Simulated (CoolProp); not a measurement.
Vapour-liquid equilibrium of n-butane (1) + cis-2-butene (2) at 971 kPa; x and y are mole fractions of (1).

Computed with CoolProp (multi-fluid Helmholtz-energy mixture model, Bücker 2006 and Lemmon 2005; pair parameters Bell 2016).

| x | bubble temperature (K) | y at the bubble point | dew temperature at overall composition x (K) | liquid density (mol/L) |
|---|---|---|---|---|
| 0.05 | 354.7 | 0.056 | 354.8 | 9.566 |
| 0.125 | 354.2 | 0.137 | 354.3 | 9.489 |
| 0.2 | 353.8 | 0.216 | 353.9 | 9.412 |
| 0.275 | (withheld) | 0.292 | (withheld) | (withheld) |
| 0.35 | 353.0 | 0.367 | 353.1 | 9.263 |
| 0.425 | 352.7 | 0.441 | 352.8 | (withheld) |
| 0.5 | 352.5 | 0.515 | 352.5 | 9.117 |
| 0.575 | 352.2 | 0.588 | 352.3 | 9.045 |
| 0.65 | 352.0 | (withheld) | 352.0 | 8.975 |
| 0.725 | 351.8 | 0.733 | 351.8 | 8.906 |
| 0.8 | 351.7 | 0.806 | 351.7 | 8.837 |
| 0.875 | 351.5 | 0.879 | 351.5 | 8.769 |
| 0.95 | 351.4 | 0.951 | 351.4 | 8.703 |

### Question
Complete the blanks.

### Answer

- 0.275, bubble temperature (K): 353.4
- 0.275, dew temperature at overall composition x (K): 353.5
- 0.275, liquid density (mol/L): 9.337
- 0.425, liquid density (mol/L): 9.189
- 0.65, y at the bubble point: 0.660

No azeotrope shows between x = 0.05 and 0.95.

The pair parameters rest on a limited set of measurements; away from them the model extrapolates.
